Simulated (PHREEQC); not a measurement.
Consider water at 20 °C with 0.0016 mol CdCl2, 0.094 mol H3BO3 and 0.008 mol FeSO4 per kg of water. Closed to the air; pH follows from the charge balance.

Equilibrium calculation in PHREEQC: ion-association model, phreeqc.dat.

The ionic strength comes out as 0.0276 mol/kgw. What activity coefficients do FeCl+, H2BO3-, Fe+2, CdCl+, SO4-2 get?

FeCl+ 0.86, H2BO3- 0.86, Fe+2 0.56, CdCl+ 0.86, SO4-2 0.54.

Precipitation was switched off in this run. Complexes and solids missing from the database can't appear.
